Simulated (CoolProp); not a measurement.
Vapour-liquid equilibrium of ethylbenzene (1) + m-xylene (2) at 380.5 K; x and y are mole fractions of (1).

Values from CoolProp's multi-fluid Helmholtz-energy mixture model, Zhou 2012 and Zhou 2012; pair parameters Bell 2016.

Question: Give the bubble pressure and the first vapour's composition at x = 0.05, 0.35, 0.5. Is there an azeotrope?

Answer: x = 0.05: 0.4001 bar, y = 0.055; x = 0.35: 0.4132 bar, y = 0.372; x = 0.5: 0.4191 bar, y = 0.522. No azeotrope shows between x = 0.05 and 0.95.

Pair parameters are fitted to limited data, so mixtures are less certain than the pure fluids.
